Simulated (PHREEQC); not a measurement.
TMAH is added in steps, without added water, to 1 kg of water holding 0.0095 mol H2SO4 and 0.0019 mol MnSO4, at 60 °C. No oxygen is let in. CO2 is held at log p = -3.4 (atm). Only these solids could form: Rhodochrosite, Pyrochroite.

Base run: PHREEQC, ion-association model, wateq4f.dat. Each further column changes one thing. The table gives C in solution (mol/kgw).

```tsv
TMAH added (mol)	base	Davies equation for every ion	Debye-Hückel limiting law	database phreeqc.dat	all activity coefficients set to 1
0	6.52e-6	6.52e-6	6.55e-6	6.52e-6	6.55e-6
0.004125	6.51e-6	6.51e-6	6.55e-6	6.51e-6	6.55e-6
0.00825	6.51e-6	6.51e-6	6.55e-6	6.51e-6	6.55e-6
0.01238	6.51e-6	6.51e-6	6.55e-6	6.51e-6	6.55e-6
0.0165	6.51e-6	6.51e-6	6.55e-6	6.51e-6	6.55e-6
0.02063	4.35e-5	4.42e-5	4.70e-5	4.35e-5	___
0.02475	0.00182	0.00182	___	0.00182	0.00184
0.02888	0.00529	0.00528	0.00523	0.00528	___
0.033	0.00848	0.00847	___	0.00848	___
```

Problem. Some entries are withheld; supply them.

Solution. 
- 0.02063, all activity coefficients set to 1: 4.05e-5
- 0.02475, Debye-Hückel limiting law: 0.00181
- 0.02888, all activity coefficients set to 1: 0.00543
- 0.033, Debye-Hückel limiting law: 0.00837
- 0.033, all activity coefficients set to 1: 0.00877

(CH3)4N+ isn't in the database: it is added as a free cation with an ion size of 4 Å. Constants without temperature data keep their 25 °C values here. phreeqc.dat and wateq4f.dat share most of their constants, so their agreement is no independent check.
